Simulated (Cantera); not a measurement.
What does this Cantera script print?

```python
import numpy as np
import cantera as ct

gas = ct.Solution("gri30.yaml")
gas.TPX = 2525, 7800, {'CH4': 0.025, 'H2': 1, 'H': 0.058}
reactor = ct.IdealGasConstPressureReactor(gas, energy="off", clone=False)
net = ct.ReactorNet([reactor])
net.rtol, net.atol = 1e-08, 1e-18
show = ['CH4', 'H2', 'H', 'C2H6', 'CH3', 'C2H2']
times = np.geomspace(0.0002, 100, 11)

steps = ct.SolutionArray(gas, extra=["t"])
rows = []
print(f"{'t/s':>10s}{'T/K':>9s}{'P/Pa':>11s}" + "".join(f"{s:>11s}" for s in show))
for t in times:
    while net.time < t:
        t_next = net.step()
        steps.append(gas.state, t=t_next)
    rows.append([np.interp(t, steps.t, y) for y in (steps.T, steps.P, *steps(*show).X.T)])
    print(f"{t:10.3e}{rows[-1][0]:9.1f}{rows[-1][1]:11.4g}" + "".join(f"{x:11.3e}" for x in rows[-1][2:]))
rate = np.gradient(steps.T, steps.t)
print("integrator steps:", len(steps.t))
if steps.T.max() > steps.T[0] + 200:
    print(f"time of steepest temperature rise: {steps.t[rate.argmax()]:.4e} s")
gas.TPX = 2525, 7800, {'CH4': 0.025, 'H2': 1, 'H': 0.058}
gas.equilibrate("TP")
print(f"equilibrium (TP): T = {gas.T:.1f} K  " + "  ".join(f"{s} {gas[s].X[0]:.3e}" for s in show))
```

Output:

```
       t/s      T/K       P/Pa        CH4         H2          H       C2H6        CH3       C2H2
 2.000e-04   2525.0       7800  4.112e-03  9.458e-01  3.908e-02  3.064e-07  3.019e-03  7.676e-03
 7.429e-04   2525.0       7800  1.075e-03  9.444e-01  4.318e-02  2.285e-08  8.775e-04  1.029e-02
 2.759e-03   2525.0       7800  1.823e-04  9.367e-01  5.180e-02  7.608e-10  1.800e-04  1.105e-02
 1.025e-02   2525.0       7800  2.799e-05  9.212e-01  6.753e-02  2.232e-11  3.657e-05  1.109e-02
 3.807e-02   2525.0       7800  1.029e-05  8.992e-01  8.977e-02  3.869e-12  1.826e-05  1.096e-02
 1.414e-01   2525.0       7800  8.914e-06  8.934e-01  9.557e-02  3.057e-12  1.694e-05  1.093e-02
 5.253e-01   2525.0       7800  8.911e-06  8.934e-01  9.559e-02  3.055e-12  1.694e-05  1.093e-02
 1.951e+00   2525.0       7800  8.911e-06  8.934e-01  9.559e-02  3.055e-12  1.694e-05  1.093e-02
 7.248e+00   2525.0       7800  8.911e-06  8.934e-01  9.559e-02  3.055e-12  1.694e-05  1.093e-02
 2.692e+01   2525.0       7800  8.911e-06  8.934e-01  9.559e-02  3.055e-12  1.694e-05  1.093e-02
 1.000e+02   2525.0       7800  8.911e-06  8.934e-01  9.559e-02  3.055e-12  1.694e-05  1.093e-02
integrator steps: 1297
equilibrium (TP): T = 2525.0 K  CH4 9.027e-06  H2 8.934e-01  H 9.558e-02  C2H6 3.130e-12  CH3 1.716e-05  C2H2 1.092e-02
```

Detailed kinetics in Cantera: GRI-Mech 3.0 (53 species, 325 reactions). GRI-Mech 3.0 stops at C3 and has no aromatics, soot or wall deposition, so with more carbon than oxygen in the feed, carbon stays in small species such as C2H2 where larger ones or solid carbon would form.
